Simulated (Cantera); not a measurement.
## Equilibrium for silicon nitride deposition: SiF₄ + N₂

Input: 1 mol SiF₄, 12 mol N₂, held at 2.90 mbar.

Equilibrium computed with Cantera from the NASA thermochemical tables; the gas is ideal and each condensed phase is pure. Candidate condensed phases: Si, Si₃N₄; 16 gas species. The tables' values for SiF₃ are old estimates; treat these amounts as uncertain. Kinetics and transport are ignored.

From 1150 K to 2050 K nothing is condensed. The main Si-bearing gas is SiF₄ throughout.

| T (K) | x N₂ | x SiF₄ | x F | x SiF₃ | x SiF₂ | x N |
|---|---|---|---|---|---|---|
| 1150 | 0.923 | 0.0769 | 1.20e-9 | 1.20e-9 | <1e-12 | <1e-12 |
| 1225 | 0.923 | 0.0769 | 8.44e-9 | 8.44e-9 | <1e-12 | <1e-12 |
| 1300 | 0.923 | 0.0769 | 4.75e-8 | 4.75e-8 | <1e-12 | <1e-12 |
| 1375 | 0.923 | 0.0769 | 2.21e-7 | 2.21e-7 | <1e-12 | <1e-12 |
| 1450 | 0.923 | 0.0769 | 8.77e-7 | 8.77e-7 | 6.23e-12 | <1e-12 |
| 1525 | 0.923 | 0.0769 | 3.04e-6 | 3.04e-6 | 6.54e-11 | 2.03e-12 |
| 1600 | 0.923 | 0.0769 | 9.36e-6 | 9.36e-6 | 5.50e-10 | 1.19e-11 |
| 1675 | 0.923 | 0.0769 | 2.61e-5 | 2.61e-5 | 3.82e-9 | 5.98e-11 |
| 1750 | 0.923 | 0.0769 | 6.65e-5 | 6.65e-5 | 2.25e-8 | 2.61e-10 |
| 1825 | 0.923 | 0.0768 | 0.000157 | 0.000157 | 1.14e-7 | 1.01e-9 |
| 1900 | 0.923 | 0.0766 | 0.000346 | 0.000345 | 5.08e-7 | 3.52e-9 |
| 1975 | 0.922 | 0.0762 | 0.000717 | 0.000713 | 2.02e-6 | 1.12e-8 |
| 2050 | 0.922 | 0.0754 | 0.00141 | 0.00139 | 7.22e-6 | 3.25e-8 |
x: gas mole fraction; nothing condenses.
